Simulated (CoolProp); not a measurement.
Saturation properties of toluene.

Computed with CoolProp (reference Helmholtz-energy equation of state, Lemmon 2006). It is a short technical equation, of lower accuracy than the large ones.

```csv
T (K),p (bar),liquid density (kg/m³),enthalpy of vaporisation (kJ/kg),vapour Z,surface tension (mN/m),vapour viscosity (µPa s)
421.8,2.670,738.5,334.1,0.9204,13.8,9.61
432.2,3.365,726.7,326.1,0.9065,12.7,9.84
442.7,4.197,714.4,317.7,0.8910,11.6,10.1
453.2,5.177,701.8,308.9,0.8739,10.6,___
463.7,6.320,688.6,299.6,0.8551,9.56,10.6
474.1,7.629,675.0,289.8,0.8347,8.57,10.8
484.6,9.146,660.6,279.3,0.8121,7.60,11.1
495.1,10.88,645.5,268.1,0.7874,6.65,11.4
505.6,12.85,___,___,0.7604,5.73,11.7
```

Problem. Some entries are withheld; supply them.

Solution. 
- 453.2, vapour viscosity (µPa s): 10.3
- 505.6, liquid density (kg/m³): 629.4
- 505.6, enthalpy of vaporisation (kJ/kg): 256.0

It boils at 383.7 K under 1 atm.

Viscosity comes from a separate model (Avgeri 2015). Surface tension comes from a separate correlation (Mulero 2012).
